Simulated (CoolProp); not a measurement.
Hexamethyldisiloxane (MM) along the isobar 23 bar: Z from the reference equation and from simpler models built on Tc = 245.6 °C, pc = 19.31 bar, ω = 0.418; each cubic takes its own stable root.

The numbers come from the reference Helmholtz-energy equation of state, Thol 2016 in CoolProp.

```csv
T (°C),phase,reference
140.75,liquid,0.1716
166.55,liquid,0.1711
192.35,liquid,0.1735
218.05,liquid,0.1809
243.85,liquid,0.2054
269.55,supercritical,0.4980
295.35,supercritical,0.6429
321.05,supercritical,0.7224
346.85,supercritical,0.7776
```

How far does each simpler model (Redlich-Kwong, Soave-Redlich-Kwong, Peng-Robinson) lie from the reference over these 9 states: mean and median of the absolute difference, and the worst?


- Redlich-Kwong: mean 12.8 %, median 14.0 %, worst +23.1 % at 243.85 °C and 23 bar
- Soave-Redlich-Kwong: mean 8.3 %, median 7.1 %, worst +22.2 % at 243.85 °C and 23 bar
- Peng-Robinson: mean 3.3 %, median 1.8 %, worst +10.4 % at 243.85 °C and 23 bar
